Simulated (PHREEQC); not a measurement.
A PHREEQC input (ion-association model, wateq4f.dat):

```
SOLUTION 1
  temp 22
  units mol/kgw
  pH 5.66
  pe 9
  Na 10.4
  K 2.72
  Ca 1.84
  Mg 0.488
  Cl 6.8
  S(6) 9.41 as SO4
  Alkalinity 16.3 as HCO3
  Sr 0.117
  Si 0.00659 as SiO2
  Li 0.00463
  F 0.0157
  Zn 0.00593
END
USE solution 1
EQUILIBRIUM_PHASES 1
  Chalcedony 0 0
  Quartz 0 0.5
  CO2(g) -3.4 10
END
```

The run finishes without an error or a warning.

Its last state differs from that of the intended input:

```json
[
 {"quantity": "pH", "as run": "10.15", "intended": "7.61"},
 {"quantity": "ionic strength (mol/kgw)", "as run": "18.1", "intended": "0.000817"},
 {"quantity": "HCO3- (mol/kgw)", "as run": "0.0938", "intended": "0.000265"},
 {"quantity": "CO2 (mol/kgw)", "as run": "2.26e-7", "intended": "1.47e-5"},
 {"quantity": "CaSO4 (mol/kgw)", "as run": "0.145", "intended": "6.56e-7"},
 {"quantity": "CO3-2 (mol/kgw)", "as run": "0.335", "intended": "5.23e-7"},
 {"quantity": "SI of Quartz (SiO2)", "as run": "-0.00", "intended": "+0.00"}
]
```

Question: One thing in the input isn't as intended. What explains the difference?

Answer: This is not unique; one that fits is The fault: the units line changed with the numbers kept. The line should read `units mg/L` where the input has `units mol/kgw`.
